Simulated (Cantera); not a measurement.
A Cantera script and what it prints.

```python
import numpy as np
import cantera as ct

gas_names = """
    O2 H2O
""".split()
cond_names = """
    Cu(L) Cu2O(L)
""".split()


def load(file, names, dense=False):
    # The tables refer to 1 bar. Condensed volumes are neglected.
    table = {s.name: s for s in ct.Species.list_from_file(file)}
    out = []
    for n in names:
        d = dict(table[n].input_data)
        d["thermo"] = dict(d["thermo"], **{"reference-pressure": 1e5})
        if dense:
            d["equation-of-state"] = {"model": "constant-volume", "density": "1e6 g/cm^3"}
        out.append(ct.Species.from_dict(d))
    return out


species = {s.name: s for s in load("nasa_gas.yaml", gas_names) + load("nasa_condensed.yaml", cond_names)}
T = 1725
g = {n: (s.thermo.h(T) - T * s.thermo.s(T)) / (ct.gas_constant * T * np.log(10)) for n, s in species.items()}
valid = cond_names  # the entries whose range holds T


def stable(la, lb):
    # potentials (over RT ln 10) of the two non-metals from log10 p(O2) and log10 p(H2O) in bar
    mu = {}
    mu["O"] = (g["O2"] + la) / 2
    mu["H"] = (g["H2O"] + lb - 1 * mu["O"]) / 2
    cost = {}
    for n in valid:
        c = species[n].composition
        cost[n] = (g[n] - sum(c.get(e, 0) * m for e, m in mu.items())) / c["Cu"]
    return min(cost, key=cost.get)


results = []
for lb in [1, 0, -1, -2, -3, -4, -5, -6, -7, -8, -9, -10, -11]:
    row = [stable(la, lb) for la in [-11, -10.3, -9.5, -8.8, -8.1, -7.3, -6.6, -5.9, -5.1, -4.4, -3.7, -2.9, -2.2, -1.5, -0.7, 0]]
    results.append(row)
    print(f"{lb:6.1f}  " + " ".join(f"{valid.index(n):x}" for n in row))
print("key: " + ", ".join(f"{i:x} {n}" for i, n in enumerate(valid)))
```

It prints:

```
   1.0  0 0 0 0 0 0 0 0 0 0 0 0 1 1 1 1
   0.0  0 0 0 0 0 0 0 0 0 0 0 0 1 1 1 1
  -1.0  0 0 0 0 0 0 0 0 0 0 0 0 1 1 1 1
  -2.0  0 0 0 0 0 0 0 0 0 0 0 0 1 1 1 1
  -3.0  0 0 0 0 0 0 0 0 0 0 0 0 1 1 1 1
  -4.0  0 0 0 0 0 0 0 0 0 0 0 0 1 1 1 1
  -5.0  0 0 0 0 0 0 0 0 0 0 0 0 1 1 1 1
  -6.0  0 0 0 0 0 0 0 0 0 0 0 0 1 1 1 1
  -7.0  0 0 0 0 0 0 0 0 0 0 0 0 1 1 1 1
  -8.0  0 0 0 0 0 0 0 0 0 0 0 0 1 1 1 1
  -9.0  0 0 0 0 0 0 0 0 0 0 0 0 1 1 1 1
 -10.0  0 0 0 0 0 0 0 0 0 0 0 0 1 1 1 1
 -11.0  0 0 0 0 0 0 0 0 0 0 0 0 1 1 1 1
key: 0 Cu(L), 1 Cu2O(L)
```

Source: NASA polynomial tables (part measured, part estimated), evaluated in Cantera. Part of the grid cannot be reached: there another gas would pass 10 bar, or a non-metal would condense.
